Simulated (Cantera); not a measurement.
## Si(CH3)4 + HCl + H2 (silicon carbide growth)

Feed: 1 mol Si(CH3)4, 0.022 mol HCl, 3.5 mol H2, at 1.33 mbar.

Equilibrium computed with Cantera from the NASA thermochemical tables; the gas is ideal and each condensed phase is pure. Candidate condensed phases: C, C6H6, C7H8, C8H18, Si, SiC; 109 gas species. The tables' values for SiCl are old estimates; treat these amounts as uncertain. Gases not in the tables: Si2H6 and higher silanes. Rates play no part.

```
T (K)   x H2      x H      x Si    x SiC2  x C2H2 (acetylene)  n C(graphite)  n SiC(s)
-----  -----  -------  --------  --------  ------------------  -------------  --------
1698   0.994  0.00395   7.23e-6   5.60e-8             7.16e-5           3.00     1.000
1773   0.990  0.00775   3.39e-5   4.22e-7            0.000139           3.00     1.000
1848   0.983   0.0144  0.000140   2.69e-6            0.000253           3.00     0.999
1923   0.971   0.0254  0.000519   1.48e-5            0.000438           3.00     0.994
1998   0.952   0.0429   0.00174   7.12e-5            0.000722           3.00     0.981
2073   0.922   0.0691   0.00532  0.000306             0.00113           3.03     0.939
2148   0.872    0.107    0.0151   0.00118             0.00167           3.12     0.815
2223   0.792    0.156    0.0397   0.00416             0.00230           3.37     0.460
2298   0.695    0.219    0.0673   0.00922             0.00297           3.67         0
2373   0.615    0.300    0.0650    0.0114             0.00378           3.60         0
2448   0.523    0.394    0.0605    0.0135             0.00453           3.50         0
```
x: gas mole fraction; n: condensed amount in mol.

From 1698 K to 2223 K the condensed part is C(graphite) + SiC(s). From 2298 K to 2448 K the condensed part is C(graphite). The main Si-bearing gas is Si throughout.
